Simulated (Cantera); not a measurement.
A Cantera script and its output.

```python
import numpy as np
import cantera as ct

gas = ct.Solution("gri30.yaml")
gas.TPX = 1225, 840, {'H2': 0.16, 'O2': 1.3}
reactor = ct.IdealGasConstPressureReactor(gas, energy="off", clone=False)
net = ct.ReactorNet([reactor])
net.rtol, net.atol = 1e-08, 1e-18
show = ['H2', 'O2', 'H2O', 'O', 'H', 'HO2', 'OH']
times = np.geomspace(0.0009, 2, 10)

steps = ct.SolutionArray(gas, extra=["t"])
rows = []
print(f"{'t/s':>10s}{'T/K':>9s}{'P/Pa':>11s}" + "".join(f"{s:>11s}" for s in show))
for t in times:
    while net.time < t:
        t_next = net.step()
        steps.append(gas.state, t=t_next)
    rows.append([np.interp(t, steps.t, y) for y in (steps.T, steps.P, *steps(*show).X.T)])
    print(f"{t:10.3e}{rows[-1][0]:9.1f}{rows[-1][1]:11.4g}" + "".join(f"{x:11.3e}" for x in rows[-1][2:]))
rate = np.gradient(steps.T, steps.t)
print("integrator steps:", len(steps.t))
if steps.T.max() > steps.T[0] + 200:
    print(f"time of steepest temperature rise: {steps.t[rate.argmax()]:.4e} s")
gas.TPX = 1225, 840, {'H2': 0.16, 'O2': 1.3}
gas.equilibrate("TP")
print(f"equilibrium (TP): T = {gas.T:.1f} K  " + "  ".join(f"{s} {gas[s].X[0]:.3e}" for s in show))
```

Result:

```
       t/s      T/K       P/Pa         H2         O2        H2O          O          H        HO2         OH
 9.000e-04   1225.0        840  1.096e-01  8.904e-01  9.369e-06  4.996e-06  4.441e-06  9.211e-08  3.249e-06
 2.119e-03   1225.0        840  5.958e-02  8.583e-01  3.668e-02  1.879e-02  1.770e-02  2.829e-06  8.974e-03
 4.989e-03   1225.0        840  3.284e-03  8.168e-01  9.005e-02  5.660e-02  2.638e-02  3.558e-06  6.906e-03
 1.174e-02   1225.0        840  2.943e-03  8.250e-01  9.359e-02  4.995e-02  2.192e-02  3.570e-06  6.571e-03
 2.765e-02   1225.0        840  2.294e-03  8.405e-01  9.988e-02  3.724e-02  1.428e-02  3.534e-06  5.849e-03
 6.510e-02   1225.0        840  1.275e-03  8.612e-01  1.079e-01  1.969e-02  5.545e-03  3.204e-06  4.403e-03
 1.533e-01   1225.0        840  4.145e-04  8.766e-01  1.132e-01  6.221e-03  9.869e-04  2.224e-06  2.525e-03
 3.608e-01   1225.0        840  8.864e-05  8.822e-01  1.151e-01  1.321e-03  9.662e-05  9.989e-07  1.172e-03
 8.495e-01   1225.0        840  1.769e-05  8.836e-01  1.156e-01  2.641e-04  8.646e-06  3.190e-07  5.253e-04
 2.000e+00   1225.0        840  4.056e-06  8.839e-01  1.158e-01  6.081e-05  9.559e-07  9.445e-08  2.524e-04
integrator steps: 1487
equilibrium (TP): T = 1225.0 K  H2 2.864e-08  O2 8.840e-01  H2O 1.159e-01  O 4.345e-07  H 5.793e-10  HO2 1.687e-08  OH 2.134e-05
```

Cantera simulation using GRI-Mech 3.0 (53 species, 325 reactions); the numbers are that mechanism's predictions, not measurements. Radical loss at walls, strong at low pressure, is not modelled. The temperature is held fixed by assumption; the heat of reaction is taken as removed at once.
